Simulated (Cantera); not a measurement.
A freely propagating, adiabatic, planar premixed flame of 31.9 % CO, 4.14 % H2, 1.66 % CH4, 16.4 % O2, 45.9 % N2, equivalence ratio 1.3, unburnt at 600 K and 10.0 bar; mixture-averaged transport, grid criteria slope 0.08 and curve 0.16, no radiation.

Computed with Cantera and GRI-Mech 3.0 (53 species, 325 reactions). Burning velocities carry a grid error of a few per cent, more on coarse grids.

Problem. Predict: laminar burning velocity; thermal thickness; peak x(H2O2); peak x(CH3).

Solution. 
```
Quantity                      Value
------------------------  ---------
laminar burning velocity   202 cm/s
thermal thickness         0.0350 mm
peak x(H2O2)               0.000152
peak x(CH3)                0.000271
```
